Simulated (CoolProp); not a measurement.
Computed with CoolProp (reference Helmholtz-energy equation of state, Lemmon 2006). It is a short technical equation, of lower accuracy than the large ones.

Task: For carbonyl sulfide, give the phase and the cp (kJ/(kg K)), Joule-Thomson coefficient (K/MPa), isothermal compressibility (1/MPa) at -49.55 °C and 0.718 MPa; -49.55 °C and 2.71 MPa.

Result: 
- -49.55 °C and 0.718 MPa: liquid; cp 1.18, Joule-Thomson coefficient -0.427, isothermal compressibility 0.00133
- -49.55 °C and 2.71 MPa: liquid; cp 1.18, Joule-Thomson coefficient -0.433, isothermal compressibility 0.00130
